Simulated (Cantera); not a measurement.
An isothermal, constant-pressure homogeneous reactor starts with C2H6 : H2 : N2 = 1 : 2 : 0.019 (molar parts), at 1500 K and 218 Torr.

Detailed kinetics in Cantera: GRI-Mech 3.0 (53 species, 325 reactions). GRI-Mech 3.0 stops at C3 and has no aromatics, soot or wall deposition, so with more carbon than oxygen in the feed, carbon stays in small species such as C2H2 where larger ones or solid carbon would form.

x: mole fraction; the columns are a selection and need not sum to one.

```json
[
 {"t (s)": "2.00e-6", "x C2H6": "0.331", "x H2": "0.662", "x C2H2": "2.88e-10", "x H": "1.87e-5", "x CH2": "7.69e-9", "x C2H": "<1e-12", "x CH3": "0.000541"},
 {"t (s)": "8.05e-6", "x C2H6": "0.326", "x H2": "0.662", "x C2H2": "3.91e-7", "x H": "9.62e-5", "x CH2": "1.70e-7", "x C2H": "<1e-12", "x CH3": "0.00136"},
 {"t (s)": "3.24e-5", "x C2H6": "(withheld)", "x H2": "0.662", "x C2H2": "(withheld)", "x H": "(withheld)", "x CH2": "(withheld)", "x C2H": "8.80e-11", "x CH3": "(withheld)"},
 {"t (s)": "0.000130", "x C2H6": "0.136", "x H2": "0.657", "x C2H2": "0.00406", "x H": "0.000295", "x CH2": "1.02e-6", "x C2H": "3.43e-9", "x CH3": "0.00337"},
 {"t (s)": "0.000525", "x C2H6": "0.0135", "x H2": "0.657", "x C2H2": "0.0290", "x H": "0.000198", "x CH2": "2.00e-7", "x C2H": "1.65e-8", "x CH3": "0.00105"},
 {"t (s)": "0.00211", "x C2H6": "0.000657", "x H2": "0.669", "x C2H2": "0.0617", "x H": "5.22e-5", "x CH2": "1.44e-8", "x C2H": "9.07e-9", "x CH3": "0.000234"},
 {"t (s)": "0.00851", "x C2H6": "0.000120", "x H2": "0.680", "x C2H2": "0.0937", "x H": "2.58e-5", "x CH2": "3.51e-9", "x C2H": "6.68e-9", "x CH3": "0.000110"},
 {"t (s)": "0.0343", "x C2H6": "5.83e-5", "x H2": "0.695", "x C2H2": "0.136", "x H": "2.33e-5", "x CH2": "2.55e-9", "x C2H": "8.61e-9", "x CH3": "9.30e-5"},
 {"t (s)": "0.138", "x C2H6": "(withheld)", "x H2": "0.702", "x C2H2": "0.152", "x H": "2.23e-5", "x CH2": "2.18e-9", "x C2H": "9.11e-9", "x CH3": "8.48e-5"},
 {"t (s)": "0.555", "x C2H6": "3.34e-5", "x H2": "0.710", "x C2H2": "0.155", "x H": "2.31e-5", "x CH2": "2.09e-9", "x C2H": "9.51e-9", "x CH3": "7.93e-5"},
 {"t (s)": "2.24", "x C2H6": "2.54e-5", "x H2": "0.730", "x C2H2": "0.163", "x H": "2.54e-5", "x CH2": "1.85e-9", "x C2H": "1.07e-8", "x CH3": "6.51e-5"},
 {"t (s)": "9.00", "x C2H6": "1.99e-5", "x H2": "0.747", "x C2H2": "0.171", "x H": "2.83e-5", "x CH2": "1.61e-9", "x C2H": "1.21e-8", "x CH3": "5.15e-5"}
]
```

Q: Some entries are withheld; supply them.

A: 
- 3.24e-5, x C2H6: 0.284
- 3.24e-5, x C2H2: 0.000125
- 3.24e-5, x H: 0.000249
- 3.24e-5, x CH2: 1.18e-6
- 3.24e-5, x CH3: 0.00373
- 0.138, x C2H6: 3.72e-5
